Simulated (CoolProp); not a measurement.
Properties of dodecamethylpentasiloxane (MD3M) along the isotherm 620 K (Tc = 628.0 K, pc = 954.0 kPa, ω = 0.730).

Model: reference Helmholtz-energy equation of state, Thol 2019, in CoolProp.

```tsv
p (kPa)	phase	speed of sound (m/s)	Joule-Thomson coefficient (K/MPa)	isothermal compressibility (1/MPa)
30.2	gas	114.9	10.95	33.53
61.9	gas	113.4	11.18	16.58
127	gas	110.3	11.71	8.332
261	gas	103.1	13.05	4.366
536	gas	84.73	17.91	2.705
1100	liquid	109.7	3.830	0.2269
2260	liquid	195.5	1.031	0.05844
4650	liquid	283.4	0.2793	0.02483
9540	liquid	390.1	-0.06769	0.01191
```
